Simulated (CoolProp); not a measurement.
The fluid at 515.2 K and 0.117 MPa flows at 0.64 m/s in a round tube of 20 mm bore and 15 µm roughness, fully developed (64/Re and Nu = 3.66 if laminar; Colebrook and Gnielinski if turbulent). The same conditions are run with several fluids, on thermodynamics alone (safety and materials aside).

Computed with CoolProp (reference Helmholtz-energy equation of state of each fluid (sulfur hexafluoride: Guder 2009; isobutane: Bücker 2006; dry air: Lemmon 2000; ethanol: Schroeder 2014)). Blends and air are pseudo-pure fits.

Question: Rank sulfur hexafluoride, isobutane, dry air, ethanol by Reynolds number, highest first.

Answer: sulfur hexafluoride (2100), isobutane (1630), ethanol (1070), dry air (366)

| fluid | Darcy friction factor | pressure drop (Pa/m) | heat-transfer coefficient (W/(m² K)) | mass flow (kg/h) |
|---|---|---|---|---|
| sulfur hexafluoride | 0.0305 | 1.25 | 5.25 | 2.89 |
| isobutane | 0.0393 | 0.642 | 8.36 | 1.15 |
| dry air | 0.175 | 1.42 | 7.48 | 0.572 |
| ethanol | 0.0601 | 0.778 | 7.32 | 0.916 |

Transport values come from each fluid's own correlations.
